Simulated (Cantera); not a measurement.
A closed system holds: 1 mol S, 0.46 mol H2O, 1.8 mol H2, 0.66 mol HF, at 0.00133 bar.

These are equilibrium values from Cantera (NASA tables, ideal gas, pure condensed phases), not measurements of a reactor. Candidate condensed phases: H2O, H2SO4, S; 43 gas species. Rates play no part.

At 1452 °C, list the 6 most abundant gas species with their mole fractions, and the condensed phases.

H2 0.524, HF 0.192, S2 0.129, H2O 0.118, H2S 0.00965, SH 0.00913. Condensed: gas only.
